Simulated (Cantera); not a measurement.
Charge: 1 mol Si3N4, a varied amount of N2O, 9.8 mol H2, at 1375 K and 1100 Pa.

Cantera equilibrium calculation (NASA polynomials, part measured and part estimated; ideal gas, pure solids and liquids). Candidate condensed phases: H2O, Si, SiO2, Si2N2O, Si3N4; 35 gas species. Mutual solubility and eutectic melting of coexisting phases are not modelled. The tables hold silica as quartz up to 1696 K and as liquid above; real silica turns to tridymite and cristobalite and melts near 1996 K. Equilibrium is a limit: real reactors are often held back by kinetics, nucleation or transport.

Task: Which condensed phases are stable at each of these points (n(N2O) (mol)): 0.021, 0.038, 0.069, 0.12, 0.22, 0.41, 0.74, 1.3, 2.4, 4.4?

Result: 
```csv
n(N2O) (mol),condensed phases,Si condensed (%)
0.021,Si2N2O(s) + Si3N4(s),100.0
0.038,Si2N2O(s) + Si3N4(s),100.0
0.069,Si2N2O(s) + Si3N4(s),100.0
0.12,Si2N2O(s) + Si3N4(s),100.0
0.22,Si2N2O(s) + Si3N4(s),100.0
0.41,Si2N2O(s) + Si3N4(s),100.0
0.74,Si2N2O(s) + Si3N4(s),100.0
1.3,Si2N2O(s) + Si3N4(s),100.0
2.4,SiO2(β-quartz) + Si2N2O(s),100.0
4.4,SiO2(β-quartz) + Si2N2O(s),100.0
```

From 0.021 mol N2O to 1.3 mol N2O the condensed part is Si2N2O(s) + Si3N4(s). From 2.4 mol N2O to 4.4 mol N2O the condensed part is SiO2(β-quartz) + Si2N2O(s).
